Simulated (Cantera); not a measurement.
Mixture: CH4 : O2 : N2 = 1 : 1.05 : 3.96 (molar parts), at 9000 Torr, adiabatic and at constant pressure. Ignition delay is the time to a rise of 400 K.

Model: GRI-Mech 3.0 (53 species, 325 reactions), integrated in Cantera. The pressure lies above the range GRI-Mech 3.0 was tuned for (to about 10 atm).

Task: What does this change do: pressure from 9000 Torr to 750 Torr?

Result: 
```csv
quantity,before,after
delay at 1225 K,4.04 ms,46.2 ms
delay at 1325 K,1.29 ms,12.2 ms
delay at 1425 K,0.453 ms,3.60 ms
delay at 1525 K,0.170 ms,1.20 ms
delay at 1625 K,67.6 µs,0.462 ms
delay at 1725 K,29.0 µs,0.206 ms
delay at 1825 K,13.6 µs,0.104 ms
apparent activation energy between 1625 and 1825 K,200 kJ/mol,180 kJ/mol
```

Task: What does this change do: constant volume in place of constant pressure?

Result: 
| quantity | before | after |
|---|---|---|
| delay at 1225 K | 4.04 ms | 3.78 ms |
| delay at 1325 K | 1.29 ms | 1.19 ms |
| delay at 1425 K | 0.453 ms | 0.413 ms |
| delay at 1525 K | 0.170 ms | 0.154 ms |
| delay at 1625 K | 67.6 µs | 61.1 µs |
| delay at 1725 K | 29.0 µs | 26.1 µs |
| delay at 1825 K | 13.6 µs | 12.2 µs |
| apparent activation energy between 1625 and 1825 K | 200 kJ/mol | 200 kJ/mol |
